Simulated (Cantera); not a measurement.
PbO + O₂ + H₂ (iron carbonyl, mercury and lead vapours)

Feed: 1 mol PbO, 1.4 mol O₂, 78 mol H₂, at 1223.15 K.

Method: chemical equilibrium by Gibbs-energy minimisation in Cantera with the NASA 1993 tables (ideal gas, pure condensed phases). Candidate condensed phases: H₂O, Pb, PbO, PbO₂, Pb₃O₄; 12 gas species. The numbers say what is thermodynamically allowed, not how fast it happens.

From 10.0 Pa to 32.0 mbar nothing is condensed. From 0.220 bar to 10.0 bar the condensed part is Pb(l). The main Pb-bearing gas is Pb throughout.

| P (Pa) | x H₂ | x H₂O | x Pb | x H | x Pb₂ | x PbO | x OH | n Pb(l) |
|---|---|---|---|---|---|---|---|---|
| 10 | 0.939 | 0.0481 | 0.0127 | 2.92e-5 | 8.28e-10 | 2.64e-8 | 1.35e-8 | 0 |
| 68 | 0.939 | 0.0481 | 0.0127 | 1.12e-5 | 5.63e-9 | 2.64e-8 | 5.17e-9 | 0 |
| 460 | 0.939 | 0.0481 | 0.0127 | 4.31e-6 | 3.81e-8 | 2.64e-8 | 1.99e-9 | 0 |
| 3200 | 0.939 | 0.0481 | 0.0127 | 1.63e-6 | 2.65e-7 | 2.64e-8 | 7.54e-10 | 0 |
| 22000 | 0.947 | 0.0485 | 0.00413 | 6.26e-7 | 1.94e-7 | 8.63e-9 | 2.89e-10 | 0.676 |
| 150000 | 0.951 | 0.0487 | 0.000606 | 2.40e-7 | 2.85e-8 | 1.27e-9 | 1.11e-10 | 0.953 |
| 1000000 | 0.951 | 0.0487 | 9.10e-5 | 9.30e-8 | 4.27e-9 | 1.90e-10 | 4.29e-11 | 0.993 |
x: gas mole fraction; n: condensed amount in mol.
